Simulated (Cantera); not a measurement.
A freely propagating, adiabatic, planar premixed flame of 49.2 % H2, 10.7 % O2, 40.2 % N2, equivalence ratio 2.3, unburnt at 375 K and 0.240 bar; multicomponent+Soret transport, grid criteria slope 0.08 and curve 0.16, no radiation.

Model: the H2/O2 subset of GRI-Mech 3.0, which has no nitrogen chemistry, integrated in Cantera. Burning velocities carry a grid error of a few per cent, more on coarse grids.

**Question.** Predict: laminar burning velocity; thermal thickness; peak x(O); peak x(HO2); peak x(H).

**Answer.** 
| Item | Result |
|---|---|
| laminar burning velocity | 325 cm/s |
| thermal thickness | 2.47 mm |
| peak x(O) | 0.00272 |
| peak x(HO2) | 0.000154 |
| peak x(H) | 0.0936 |
